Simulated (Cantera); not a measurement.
An adiabatic, constant-volume homogeneous reactor starts with CH4 : CO : O2 : N2 = 1 : 0.061 : 2.09 : 7.87 (molar parts), at 1348 K and 2.37 atm. Integrator tolerance rtol = 1e-08.

Model: GRI-Mech 3.0 (53 species, 325 reactions), integrated in Cantera.

What does this change do: CH4 1 to 0.74 parts?


```csv
quantity,before,after
time of steepest temperature rise,3.06 ms,2.65 ms
temperature at 4.00 s,2923 K,2778 K
equilibrium temperature,2923 K,2778 K
x(CH4) at 4.00 s,<1e-12 (gas-phase equilibrium <1e-12),<1e-12 (gas-phase equilibrium <1e-12)
x(CO) at 4.00 s,0.0398 (gas-phase equilibrium 0.0398),0.0160 (gas-phase equilibrium 0.0160)
x(O2) at 4.00 s,0.0204 (gas-phase equilibrium 0.0204),0.0493 (gas-phase equilibrium 0.0493)
x(C2H6) at 4.00 s,<1e-12 (gas-phase equilibrium <1e-12),<1e-12 (gas-phase equilibrium <1e-12)
x(CH2) at 4.00 s,<1e-12 (gas-phase equilibrium <1e-12),<1e-12 (gas-phase equilibrium <1e-12)
x(CO2) at 4.00 s,0.0529 (gas-phase equilibrium 0.0529),0.0572 (gas-phase equilibrium 0.0572)
x(O) at 4.00 s,0.00533 (gas-phase equilibrium 0.00533),0.00496 (gas-phase equilibrium 0.00496)
```

What does this change do: initial temperature 1348 to 1125 K?


```
quantity                                                            before                                    after
---------------------------------  ---------------------------------------  ---------------------------------------
time of steepest temperature rise                                  3.06 ms                                  61.4 ms
temperature at 4.00 s                                               2923 K                                   2855 K
equilibrium temperature                                             2923 K                                   2855 K
x(CH4) at 4.00 s                     <1e-12 (gas-phase equilibrium <1e-12)    <1e-12 (gas-phase equilibrium <1e-12)
x(CO) at 4.00 s                      0.0398 (gas-phase equilibrium 0.0398)    0.0338 (gas-phase equilibrium 0.0338)
x(O2) at 4.00 s                      0.0204 (gas-phase equilibrium 0.0204)    0.0181 (gas-phase equilibrium 0.0181)
x(C2H6) at 4.00 s                    <1e-12 (gas-phase equilibrium <1e-12)    <1e-12 (gas-phase equilibrium <1e-12)
x(CH2) at 4.00 s                     <1e-12 (gas-phase equilibrium <1e-12)    <1e-12 (gas-phase equilibrium <1e-12)
x(CO2) at 4.00 s                     0.0529 (gas-phase equilibrium 0.0529)    0.0596 (gas-phase equilibrium 0.0596)
x(O) at 4.00 s                     0.00533 (gas-phase equilibrium 0.00533)  0.00362 (gas-phase equilibrium 0.00362)
```
